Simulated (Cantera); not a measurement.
A Cantera script and its output.

```python
import numpy as np
import cantera as ct

surf = ct.Interface("diamond.yaml", "diamond_100")
gas, bulk = surf.adjacent["gas"], surf.adjacent["diamond"]
k = surf.kinetics_species_index(bulk.species_names[0])
cover = ["c6HH", "c6H*", "c6*H", "c6**", "c6HM", "c6B"]

rows, drift = [], 0.0
print(f"{'xH':>10s}{'um/h':>11s}" + "".join(f"{s:>11s}" for s in cover))
for v in [0.0001, 0.00025, 0.00064, 0.0016, 0.0041, 0.01, 0.026, 0.067, 0.17]:
    T, P, xH, xCH3 = 1323, 22000, v, 9e-05
    gas.TPX = T, P, {"H": xH, "CH3": xCH3, "CH4": 0.012, "H2": 1 - xH - xCH3 - 0.012}
    surf.TP = bulk.TP = T, P
    surf.coverages = "c6H*:0.1, c6HH:0.9"
    surf.advance_coverages(100.0)
    before = surf.coverages
    surf.advance_coverages(100.0)
    drift = max(drift, np.max(np.abs(surf.coverages - before) / (surf.coverages + 1e-9)))
    rate = surf.net_production_rates[k] * bulk.mean_molecular_weight / bulk.density * 3.6e9
    rows.append([rate, *surf[cover].coverages])
    print(f"{v:10.4g}{rate:11.4e}" + "".join(f"{x:11.3e}" for x in rows[-1][1:]))
```

It prints:

```
        xH       um/h       c6HH       c6H*       c6*H       c6**       c6HM        c6B
    0.0001 1.8218e-01  6.721e-01  2.860e-02  2.943e-01  3.845e-03  2.227e-04  4.944e-10
   0.00025 7.0989e-01  5.392e-01  3.968e-02  4.083e-01  1.107e-02  3.373e-04  1.926e-09
   0.00064 1.8668e+00  4.470e-01  4.677e-02  4.810e-01  2.329e-02  4.488e-04  5.066e-09
    0.0016 3.6400e+00  3.996e-01  4.994e-02  5.131e-01  3.570e-02  5.213e-04  9.877e-09
    0.0041 6.4412e+00  3.772e-01  5.128e-02  5.257e-01  4.452e-02  5.276e-04  1.748e-08
      0.01 1.0690e+01  3.681e-01  5.199e-02  5.299e-01  4.899e-02  4.577e-04  2.901e-08
     0.026 1.6917e+01  3.641e-01  5.289e-02  5.310e-01  5.135e-02  3.195e-04  4.590e-08
     0.067 2.2969e+01  3.624e-01  5.477e-02  5.297e-01  5.282e-02  1.788e-04  6.233e-08
      0.17 2.7351e+01  3.613e-01  5.914e-02  5.248e-01  5.461e-02  8.615e-05  7.422e-08
```

Detailed kinetics in Cantera: the Harris–Goodwin 1993 mechanism for the reconstructed diamond (100) surface.
